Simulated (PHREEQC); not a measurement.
**Spent oxide etchant: speciation**

Dissolve 44 mmol/kgw NH4HF2 and 32 mmol/kgw H2SiF6 at 25 °C. Closed to the air; pH follows from the charge balance.

Computed with PHREEQC (ion-association model, wateq4f.dat).

Each row changes one thing in this solution. Precipitation was switched off in this run.

| case | pH | ionic strength (mol/kgw) | HF (mol/kgw) | H2F2 (mol/kgw) | F- (mol/kgw) | HF2- (mol/kgw) |
|---|---|---|---|---|---|---|
| as made | 1.71 | 0.0996 | 0.0627 | 0.0105 | 0.00288 | 0.000710 |
| H2SiF6 from 0.032 to 0.0064 mol/kgw | 2.91 | 0.0519 | 0.0416 | 0.00458 | 0.0281 | 0.00455 |
| NH4HF2 from 0.044 to 0.066 mol/kgw | 2.09 | 0.108 | 0.0816 | 0.0178 | 0.00903 | 0.00290 |
| H2SiF6 from 0.032 to 0.0032 mol/kgw | 3.04 | 0.0483 | 0.0372 | 0.00364 | 0.0338 | 0.00487 |
| H2SiF6 left out | 3.17 | 0.0448 | … | 0.00280 | 0.0398 | 0.00502 |
| 0.017 mol/kgw H2SeO3 added | 1.68 | 0.101 | … | 0.0105 | … | … |
| diluted 10-fold with water | 2.48 | 0.0112 | 0.00691 | … | 0.00157 | 4.17e-5 |
| NH4HF2 from 0.044 to 0.088 mol/kgw | 2.39 | 0.125 | 0.0929 | 0.0232 | 0.0212 | 0.00777 |

Complete the blanks.


- H2SiF6 left out, HF (mol/kgw): 0.0326
- 0.017 mol/kgw H2SeO3 added, HF (mol/kgw): 0.0629
- 0.017 mol/kgw H2SeO3 added, F- (mol/kgw): 0.00272
- 0.017 mol/kgw H2SeO3 added, HF2- (mol/kgw): 0.000672
- diluted 10-fold with water, H2F2 (mol/kgw): 0.000125

Species that the database lacks are ignored. wateq4f.dat counts part of the HF as a dimer, H2F2, which phreeqc.dat doesn't know; its constant is uncertain. SiF6-2 is the database's only silicon fluoride.
